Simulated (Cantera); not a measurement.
Cantera with NASA thermochemical tables; ideal gases at 1 bar, condensed phases pure. Values are per mole of reaction as written; species without (g) are pure solids or liquids, kept so even where they would boil at 1 bar.

NH₃(g) ⇌ N(g) + 3 H(g)

| T (K) | ΔH° (kJ) | ΔS° (J/K) | ΔG° (kJ) | log10 K |
|---|---|---|---|---|
| 300 | 1172.7 | 305.0 | 1081.2 | -188.25 |
| 1998 | ___ | ___ | ___ | ___ |
| 2148 | 1217.8 | 365.5 | 432.8 | -10.52 |
| 2298 | 1219.2 | 366.1 | 377.9 | -8.59 |
| 2448 | 1220.3 | 366.6 | 323.0 | -6.89 |
| 2598 | ___ | ___ | ___ | ___ |

### Question
Some entries are withheld; supply them.

### Answer

- 1998, ΔH° (kJ): 1216.3
- 1998, ΔS° (J/K): 364.7
- 1998, ΔG° (kJ): 487.5
- 1998, log10 K: -12.75
- 2598, ΔH° (kJ): 1221.3
- 2598, ΔS° (J/K): 367.0
- 2598, ΔG° (kJ): 267.9
- 2598, log10 K: -5.39
